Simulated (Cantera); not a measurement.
A closed system holds: 1 mol SiCl₄, 1.8 mol O₂, 1 mol H₂, at 0.133 bar.

These are equilibrium values from Cantera (NASA tables, ideal gas, pure condensed phases), not measurements of a reactor. Candidate condensed phases: H₂O, Si, SiO₂; 30 gas species. The tables hold silica as quartz up to 1696 K and as liquid above; real silica turns to tridymite and cristobalite and melts near 1996 K. The numbers say what is thermodynamically allowed, not how fast it happens.

### Question
Which condensed phases are stable at each of these points (T (K)): 1023, 1123, 1223, 1323, 1423, 1523, 1623, 1723?

### Answer
```
T (K)  condensed phases  Si condensed (%)
-----  ----------------  ----------------
1023     SiO₂(β-quartz)             100.0
1123     SiO₂(β-quartz)             100.0
1223     SiO₂(β-quartz)             100.0
1323     SiO₂(β-quartz)             100.0
1423     SiO₂(β-quartz)             100.0
1523     SiO₂(β-quartz)             100.0
1623     SiO₂(β-quartz)             100.0
1723    SiO₂(condensed)             100.0
```

From 1023 K to 1623 K the condensed part is SiO₂(β-quartz). At 1723 K the condensed part is SiO₂(condensed).
